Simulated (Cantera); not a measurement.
An isothermal, constant-pressure homogeneous reactor starts with CO : O2 : H2O : N2 = 0.026 : 0.052 : 0.0021 : 1 (molar parts), equivalence ratio 0.25, at 950 K and 210000 Pa.

Cantera simulation using GRI-Mech 3.0 (53 species, 325 reactions); the numbers are that mechanism's predictions, not measurements.

Predict: x(CO) at 5.00 s; x(O2) at 5.00 s; x(H2O) at 5.00 s; x(N2O) at 5.00 s.


```
Item                                                Value
----------------  ---------------------------------------
x(CO) at 5.00 s     0.0196 (gas-phase equilibrium <1e-12)
x(O2) at 5.00 s     0.0460 (gas-phase equilibrium 0.0365)
x(H2O) at 5.00 s  0.00194 (gas-phase equilibrium 0.00197)
x(N2O) at 5.00 s  8.36e-8 (gas-phase equilibrium 1.10e-9)
```
